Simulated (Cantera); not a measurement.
A Cantera script and its output.

```python
import numpy as np
import cantera as ct

gas = ct.Solution("gri30.yaml")
gas.TPX = 523, 500000, {'CH4': 1, 'O2': 1.82, 'N2': 5.27, 'H2': 0.13}
flame = ct.FreeFlame(gas, width=0.013)
flame.set_refine_criteria(ratio=3, slope=0.08, curve=0.16)
flame.transport_model = "mixture-averaged"
flame.solve(loglevel=0, auto=True)
z, T = flame.grid, flame.T
thick = (T[-1] - T[0]) / np.gradient(T, z).max()
show = ['CH4', 'O2', 'HO2', 'C2H4', 'H', 'CH2CO']
print(f"laminar burning velocity  {flame.velocity[0] * 100:.3f} cm/s")
print(f"burnt temperature         {T[-1]:.1f} K")
print(f"thermal thickness         {thick * 1e3:.4f} mm")
print(f"grid points               {len(z)}")
z0 = z[flame.heat_release_rate.argmax()]
print(f"{'z/mm':>9s}{'T/K':>9s}{'u/(m/s)':>9s}" + "".join(f"{s:>11s}" for s in show))
rows = []
for k in (-3, -2, -1.5, -1, -0.5, -0.25, 0, 0.25, 0.5, 1, 2, 4, 8):
    zz = z0 + k * thick
    rows.append([k * thick, np.interp(zz, z, T), np.interp(zz, z, flame.velocity),
                 *(np.interp(zz, z, flame.X[gas.species_index(s)]) for s in show)])
    print(f"{rows[-1][0] * 1e3:9.3f}{rows[-1][1]:9.1f}{rows[-1][2]:9.3f}" + "".join(f"{x:11.3e}" for x in rows[-1][3:]))
```

Result:

```
laminar burning velocity  96.501 cm/s
burnt temperature         2568.5 K
thermal thickness         0.0732 mm
grid points               155
     z/mm      T/K  u/(m/s)        CH4         O2        HO2       C2H4          H      CH2CO
   -0.220    523.2    0.966  1.215e-01  2.212e-01  8.541e-08  1.974e-08  7.602e-14  9.915e-10
   -0.146    525.7    0.972  1.212e-01  2.208e-01  1.148e-06  3.623e-07  6.402e-12  2.283e-08
   -0.110    536.4    0.994  1.201e-01  2.197e-01  6.522e-06  2.714e-06  2.121e-10  2.107e-07
   -0.073    620.2    1.156  1.139e-01  2.133e-01  5.866e-05  3.779e-05  4.005e-08  4.145e-06
   -0.037   1121.8    2.128  7.929e-02  1.689e-01  2.906e-04  4.870e-04  5.611e-05  8.548e-05
   -0.018   1606.0    3.084  4.337e-02  1.172e-01  3.042e-04  1.023e-03  5.618e-04  2.443e-04
    0.000   2046.2    3.967  1.090e-02  6.011e-02  1.299e-04  6.199e-04  3.036e-03  2.355e-04
    0.018   2250.3    4.363  9.799e-04  2.665e-02  2.854e-05  4.190e-05  6.278e-03  4.491e-05
    0.037   2318.0    4.476  4.915e-05  1.454e-02  1.251e-05  6.092e-07  7.479e-03  3.070e-06
    0.073   2385.6    4.579  1.440e-07  8.551e-03  7.371e-06  9.895e-11  6.897e-03  9.975e-09
    0.146   2457.6    4.695  2.065e-11  5.687e-03  4.439e-06  1.074e-15  5.139e-03  1.272e-12
    0.293   2518.9    4.796  5.960e-14  3.586e-03  2.482e-06  9.512e-21  3.535e-03  6.439e-16
    0.586   2555.8    4.855  7.528e-14  2.316e-03  1.472e-06  2.084e-21  2.602e-03  5.800e-16
```

Detailed kinetics in Cantera: GRI-Mech 3.0 (53 species, 325 reactions). Burning velocities carry a grid error of a few per cent, more on coarse grids.
